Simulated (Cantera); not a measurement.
Carbon deposition, reforming and gasification: C2H6 + NH3 + H2

A closed system holds: 1 mol C2H6, 0.052 mol NH3, 1.6 mol H2.

Cantera equilibrium calculation (NASA polynomials, part measured and part estimated; ideal gas, pure solids and liquids). Candidate condensed phases: C, C6H6, C7H8, C8H18; 92 gas species. The ideal-gas law is rough above about 30 bar. Kinetics and transport are ignored.

Stable condensed phases:

```
T in °C \ P in Pa
               10       56      320     1800    10000    56000   320000  1800000 10000000
   2577         A        A        B        B        B        B        B        B        B
   2527         A        B        B        B        B        B        B        B        B
   2477         A        B        B        B        B        B        B        B        B
   2427         A        B        B        B        B        B        B        B        B
   2377         B        B        B        B        B        B        B        B        B
   2327         B        B        B        B        B        B        B        B        B
   2277         B        B        B        B        B        B        B        B        B
   2227         B        B        B        B        B        B        B        B        B
   2177         B        B        B        B        B        B        B        B        B
   2127         B        B        B        B        B        B        B        B        B
   2077         B        B        B        B        B        B        B        B        B
   2027         B        B        B        B        B        B        B        B        B
   1977         B        B        B        B        B        B        B        B        B
   1927         B        B        B        B        B        B        B        B        B
```

A: gas only; B: C.
